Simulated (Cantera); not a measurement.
Feed: 1 mol Ti(OiPr)4, 250 mol H2, equilibrated at 150 Torr.

Method: chemical equilibrium by Gibbs-energy minimisation in Cantera with the NASA 1993 tables (ideal gas, pure condensed phases). Candidate condensed phases: C, C6H6, C7H8, C8H18, H2O, Ti, TiC, TiO, TiO2, Ti2O3, Ti3O5, Ti4O7; 113 gas species. The feed counts by its element totals alone. TiC: taken at fixed stoichiometry. Rates play no part. All values below are at 2025 K.

Base state: H2 0.980, CO 0.0149, H 0.00426, C2H2 (acetylene) 0.000887, CH4 7.63e-5 (mole fractions); condensed: C(graphite) + TiC(s).

Question: What changes in the equilibrium state with this change: Ti(OiPr)4 replaced by Ti?

Answer: 
```tsv
species	before	after
H2	0.980	0.996
H	0.00426	0.00429
Ti	6.15e-9	6.87e-5
CO	0.0149	0
C2H2 (acetylene)	0.000887	0
CH4	7.63e-5	0
C(graphite), mol	6.50	0
TiC(s), mol	1.000	0
Ti(l), mol	0	0.983
```
